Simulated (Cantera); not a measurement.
A Cantera script and what it prints.

```python
import numpy as np
import cantera as ct

gas_names = """
    Cu CuO Cu2 H HNO HNO2 HNO3 HO2 H2 H2O H2O2 N NH NH2 NH3 NH2OH NO NO2 NO3 N2 N2H2 N2H4 N2O O OH O2 O3
""".split()
cond_names = """
    Cu(cr) Cu(L) CuO(s) CuO2H2(s) Cu2O(s) Cu2O(L) H2O(s) H2O(L)
""".split()


# ... load() reads the species with a 1 bar reference pressure and builds the phases ...
atoms = {
    'Cu2O': {'Cu': 2, 'O': 1},
    'H2': {'H': 2},
    'N2': {'N': 2},
}
top_T = {'CuO(s)': 1390}  # K; cautious upper limits of use, not melting points


# ... equilibrate(T, P, feed) seeds the gas with the atoms and calls Mixture.equilibrate('TP', solver="vcs", rtol=1e-11, max_steps=5000) ...
results = []
feed = {'Cu2O': 1, 'H2': 7.5, 'N2': 2.6}  # mol
T = 1250  # K
P = 120  # Pa
mix = equilibrate(T, P, feed)
results.append((T, P, feed, dict(zip(mix.species_names, mix.species_moles))))
print(gas.report(threshold=0.001))
for i in range(1, mix.n_phases):
    print(f"{mix.phase(i).name:16s} {mix.phase_moles(i):12.5e} mol")
```

Result:

```
       temperature   1250 K
          pressure   120 Pa
           density   0.00011886 kg/m^3
  mean mol. weight   10.295 kg/kmol
   phase of matter   gas

                          1 kg             1 kmol
                     ---------------   ---------------
          enthalpy        5.4774e+05        5.6388e+06  J
   internal energy       -4.6183e+05       -4.7543e+06  J
           entropy             25171        2.5912e+05  J/K
    Gibbs function       -3.0916e+07       -3.1827e+08  J
 heat capacity c_p            3232.3             33275  J/K
 heat capacity c_v            2424.6             24960  J/K

                      mass frac. Y      mole frac. X     chem. pot. / RT
                     ---------------   ---------------   ---------------
                H2           0.12602           0.64353           -25.254
               H2O           0.17325          0.099006           -57.914
                N2           0.70048           0.25741           -33.553
     [  +24 minor]        0.00023972        4.9899e-05

Cu(cr)            1.99961e+00 mol
CuO(s)            0.00000e+00 mol
CuO2H2(s)         0.00000e+00 mol
Cu2O(s)           0.00000e+00 mol
```

Cantera equilibrium calculation (NASA polynomials, part measured and part estimated; ideal gas, pure solids and liquids).
